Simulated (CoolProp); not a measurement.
Vapour-liquid equilibrium of n-octane (1) + n-dodecane (2) at 47.55 °C; x and y are mole fractions of (1).

Values from CoolProp's multi-fluid Helmholtz-energy mixture model, Beckmüller 2019 and Lemmon 2004; pair parameters Bell 2016.

| x | bubble pressure (bar) | y at the bubble point | dew pressure at overall composition x (bar) | liquid density (mol/L) |
|---|---|---|---|---|
| 0.05 | 0.003682 | 0.743 | 0.001046 | 4.343 |
| 0.2 | 0.01198 | 0.934 | 0.001238 | 4.544 |
| 0.35 | 0.02063 | 0.969 | 0.001516 | 4.761 |
| 0.5 | 0.02958 | 0.983 | 0.001954 | 4.998 |
| 0.65 | 0.03871 | 0.991 | 0.002751 | 5.255 |
| 0.8 | 0.04787 | 0.996 | 0.004641 | 5.537 |
| 0.95 | 0.05693 | 0.999 | 0.01488 | 5.844 |

No azeotrope shows between x = 0.05 and 0.95.

The pair parameters rest on a limited set of measurements; away from them the model extrapolates.
